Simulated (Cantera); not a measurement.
## Stirred combustor or abatement burner

A perfectly stirred reactor is fed with 4.33 % CH4, 0.477 % CO, 20.2 % O2, 75.0 % N2, equivalence ratio 0.44, at 5.40 bar; it is adiabatic with a 498 K inlet, and is followed from long to short residence time, starting on the burning branch (τ in s: 0.18, 0.093, 0.047, 0.024, 0.012, 0.006, 0.003, 0.0015, 0.00076, 0.00038, 0.00019, 9.7e-05, 4.9e-05).

Model: GRI-Mech 3.0 (53 species, 325 reactions), integrated in Cantera.

| τ (s) | T (K) | x CH4 | x CO | x O2 | x C2H4 | x NO | x O |
|---|---|---|---|---|---|---|---|
| 0.18 | 1541 | 1.18e-5 | 0.000127 | 0.114 | 1.79e-8 | 9.72e-7 | 5.02e-6 |
| 0.093 | 1540 | 1.92e-5 | 0.000211 | 0.114 | 4.07e-8 | 9.71e-7 | 7.19e-6 |
| 0.047 | 1538 | 3.16e-5 | 0.000358 | 0.114 | 9.26e-8 | 9.77e-7 | 1.06e-5 |
| 0.024 | 1535 | 5.24e-5 | 0.000607 | 0.114 | 2.05e-7 | 9.58e-7 | 1.55e-5 |
| 0.012 | 1531 | 9.02e-5 | 0.00107 | 0.114 | 4.65e-7 | 8.75e-7 | 2.29e-5 |
| 0.0060 | 1522 | 0.000164 | 0.00196 | 0.115 | 1.11e-6 | 7.01e-7 | 3.30e-5 |
| 0.0030 | 1500 | 0.000347 | 0.00407 | 0.116 | 3.38e-6 | 4.25e-7 | 4.35e-5 |
| 0.0015 | 498 | 0.0433 | 0.00477 | 0.202 | <1e-12 | <1e-12 | <1e-12 |
| 0.00076 | 498 | 0.0433 | 0.00477 | 0.202 | <1e-12 | <1e-12 | <1e-12 |
| 0.00038 | 498 | 0.0433 | 0.00477 | 0.202 | <1e-12 | <1e-12 | <1e-12 |
| 0.00019 | 498 | 0.0433 | 0.00477 | 0.202 | <1e-12 | <1e-12 | <1e-12 |
| 9.7e-5 | 498 | 0.0433 | 0.00477 | 0.202 | <1e-12 | <1e-12 | <1e-12 |
| 4.9e-5 | 498 | 0.0433 | 0.00477 | 0.202 | <1e-12 | <1e-12 | <1e-12 |
x: mole fraction; the columns are a selection and need not sum to one.
